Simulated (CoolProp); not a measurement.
Saturation properties of sulfur hexafluoride (Tc = 45.6 °C, pc = 3.755 MPa, ω = 0.210).

Computed with CoolProp (reference Helmholtz-energy equation of state, Guder 2009).

```csv
T (°C),p (MPa),liquid cp (kJ/(kg K)),vapour Z,liquid viscosity (µPa s),vapour viscosity (µPa s)
-23.35,0.6179,0.9256,0.8598,274,13.4
-19.25,0.7062,0.9418,0.8460,256,13.6
-15.15,0.8037,0.9592,0.8312,239,13.9
-11.05,0.9107,0.9779,0.8155,223,14.1
-6.95,1.028,0.9984,(withheld),208,14.4
-2.85,1.156,1.021,0.7810,(withheld),14.7
1.35,(withheld),(withheld),0.7616,180,15.0
5.45,1.451,1.076,0.7413,168,(withheld)
9.55,1.615,(withheld),(withheld),156,15.8
13.65,1.793,1.151,0.6963,145,16.2
17.75,1.986,1.202,0.6710,(withheld),16.7
21.85,2.193,1.267,0.6436,124,17.3
25.95,2.417,1.356,0.6133,114,18.0
```

### Question
Fill in the missing entries.

### Answer

- -6.95, vapour Z: 0.7988
- -2.85, liquid viscosity (µPa s): 194
- 1.35, p (MPa): 1.299
- 1.35, liquid cp (kJ/(kg K)): 1.047
- 5.45, vapour viscosity (µPa s): 15.4
- 9.55, liquid cp (kJ/(kg K)): 1.111
- 9.55, vapour Z: 0.7196
- 17.75, liquid viscosity (µPa s): 134

Viscosity comes from a separate model (Quiñones-Cisneros 2012).
